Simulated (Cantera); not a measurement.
Iron carbonyl, mercury and lead vapours: PbO + H₂ + N₂

Feed: 1 mol PbO, 5.8 mol H₂, 0.45 mol N₂, equilibrated at 113 Torr.

These are equilibrium values from Cantera (NASA tables, ideal gas, pure condensed phases), not measurements of a reactor. Candidate condensed phases: H₂O, Pb, PbO, PbO₂, Pb₃O₄; 27 gas species. Rates play no part.

| T (°C) | x H₂ | x H₂O | x N₂ | x Pb | x NH₃ | n Pb(s) | n Pb(l) |
|---|---|---|---|---|---|---|---|
| 300 | 0.767 | 0.160 | 0.0712 | 5.55e-12 | 0.00181 | 1.00 | 0 |
| 350 | 0.767 | 0.160 | 0.0717 | 1.38e-10 | 0.000767 | 0 | 1.00 |
| 400 | 0.768 | 0.160 | 0.0718 | 2.04e-9 | 0.000364 | 0 | 1.00 |
| 450 | 0.768 | 0.160 | 0.0719 | 2.06e-8 | 0.000190 | 0 | 1.00 |
| 500 | 0.768 | 0.160 | 0.0720 | 1.54e-7 | 0.000107 | 0 | 1.000 |
| 550 | 0.768 | 0.160 | 0.0720 | 8.95e-7 | 6.46e-5 | 0 | 1.000 |
| 600 | 0.768 | 0.160 | 0.0720 | 4.24e-6 | 4.11e-5 | 0 | 1.000 |
| 650 | 0.768 | 0.160 | 0.0720 | 1.69e-5 | 2.74e-5 | 0 | 1.000 |
| 700 | 0.768 | 0.160 | 0.0720 | 5.83e-5 | 1.89e-5 | 0 | 1.000 |
| 750 | 0.768 | 0.160 | 0.0720 | 0.000178 | 1.36e-5 | 0 | 0.999 |
| 800 | 0.768 | 0.160 | 0.0720 | 0.000487 | 1.00e-5 | 0 | 0.997 |
| 850 | 0.767 | 0.160 | 0.0719 | 0.00122 | 7.58e-6 | 0 | 0.992 |
| 900 | 0.766 | 0.160 | 0.0718 | 0.00281 | 5.86e-6 | 0 | 0.982 |
| 950 | 0.763 | 0.159 | 0.0716 | 0.00605 | 4.60e-6 | 0 | 0.962 |
x: gas mole fraction; n: condensed amount in mol.

At 300 °C the condensed part is Pb(s). From 350 °C to 950 °C the condensed part is Pb(l).
